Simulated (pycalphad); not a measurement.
Source of the numbers: pycalphad with the COST 507 light-alloy database (1999); pressure 1 atm. No gas phase is included, though pure Mg would boil below 1177 °C. The database dates from 1999; later assessments differ in places, in temperatures and in the compounds included. Phase fractions are per mole of atoms.

**Question.** Give the equilibrium state of Mg-82.21Si (wt.%) at 427 °C.

**Answer.** 
```
T = 700.00 K, P = 101325 Pa, N = 1 mol of atoms
G = -25440 J/mol, H = 2841 J/mol, S = 40.40 J/(mol K)  (SER reference)
chemical potentials (J/mol): Mg -57264, Si -17484
phase             fraction      x(Mg)      x(Si)
DIAMOND_A4          0.7000       none     1.0000
MG2SI               0.3000     0.6667     0.3333
```

**Question.** Give the equilibrium state of Mg-82.21Si (wt.%) at 1177 °C.

**Answer.** 
```
T = 1450.00 K, P = 101325 Pa, N = 1 mol of atoms
G = -66430 J/mol, H = 42800 J/mol, S = 75.33 J/(mol K)  (SER reference)
chemical potentials (J/mol): Mg -115870, Si -54069
phase             fraction      x(Mg)      x(Si)
LIQUID              0.6636     0.3014     0.6986
DIAMOND_A4          0.3364       none     1.0000
```

Database names, with the compositions (at.%) that they take in these runs: MG2SI: Mg 67 Si 33. DIAMOND_A4 is diamond (Si). An entry "none" or "no" means that the model of the phase leaves that element out.
